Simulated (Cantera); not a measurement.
Charge: 1 mol SiCl₄, 0.33 mol Cl₂, 12 mol H₂, 2.3 mol HCl, held at 66.8 Torr.

Method: chemical equilibrium by Gibbs-energy minimisation in Cantera with the NASA 1993 tables (ideal gas, pure condensed phases). Candidate condensed phases: Si; 19 gas species. The tables' values for SiCl₃ are old estimates; treat these amounts as uncertain. Kinetics and transport are ignored.

x: gas mole fraction; nothing condenses.

```csv
T (°C),x H₂,x HCl,x SiCl₄,x SiCl₂,x SiCl₃,x SiHCl₃,x SiH₂Cl₂
725,0.745,0.191,0.0622,4.82e-6,0.000111,0.00168,4.88e-6
775,0.744,0.192,0.0612,2.61e-5,0.000295,0.00242,1.09e-5
825,0.742,0.194,0.0598,0.000119,0.000710,0.00333,2.23e-5
875,0.740,0.196,0.0575,?,0.00154,?,?
925,0.736,0.200,0.0539,?,0.00301,?,?
975,0.729,0.208,0.0483,0.00403,0.00519,0.00597,0.000100
1025,0.718,0.219,0.0404,0.00893,0.00776,0.00598,0.000125
```

Task: What belongs in the gaps?

Result: 
- 925, x SiCl₂: 0.00149
- 925, x SiHCl₃: 0.00533
- 925, x SiH₂Cl₂: 6.88e-5
- 875, x SiCl₂: 0.000457
- 875, x SiHCl₃: 0.00435
- 875, x SiH₂Cl₂: 4.13e-5
